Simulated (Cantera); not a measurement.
A closed system holds: 1 mol SiH2Cl2, 0.21 mol N2O, 28 mol N2, at 1650 K and 0.420 bar.

Cantera equilibrium calculation (NASA polynomials, part measured and part estimated; ideal gas, pure solids and liquids). Candidate condensed phases: H2O, NH4Cl, Si, SiO2, Si2N2O, Si3N4; 47 gas species. Mutual solubility and eutectic melting of coexisting phases are not modelled. The tables' values for SiCl3 are old estimates; treat these amounts as uncertain. The numbers say what is thermodynamically allowed, not how fast it happens.

Base state: N2 0.935, HCl 0.0422, H2 0.0124, SiCl2 0.00742, SiCl3 0.00189, SiCl4 0.00106, SiHCl3 5.24e-5, Cl 4.16e-5 (mole fractions); condensed: Si2N2O(s) + Si3N4(s).

Question: What changes in the equilibrium state with this change: pressure from 0.420 bar to 0.133 bar?

Answer: 
```csv
species,before,after
N2,0.935,0.934
HCl,0.0422,0.0383
H2,0.0124,0.0143
SiCl2,0.00742,0.0114
SiO,6.78e-6,3.13e-5
SiCl4,0.00106,0.000371
SiHCl3,5.24e-5,2.33e-5
H,1.56e-5,2.98e-5
"Si2N2O(s), mol",0.210,0.209
"Si3N4(s), mol",0.0900,0.0621
```

Question: What changes in the equilibrium state with this change: temperature from 1650 K to 725 K?

Answer: 
```tsv
species	before	after
N2	0.935	0.940
HCl	0.0422	0.0361
H2	0.0124	0.0158
SiCl2	0.00742	<1e-9
SiCl4	0.00106	0.00790
SiCl3	0.00189	1.71e-9
Cl	4.16e-5	<1e-9
H	1.56e-5	<1e-9
SiHCl3	5.24e-5	1.07e-6
Si2N2O(s), mol	0.210	0.210
Si3N4(s), mol	0.0900	0.116
```
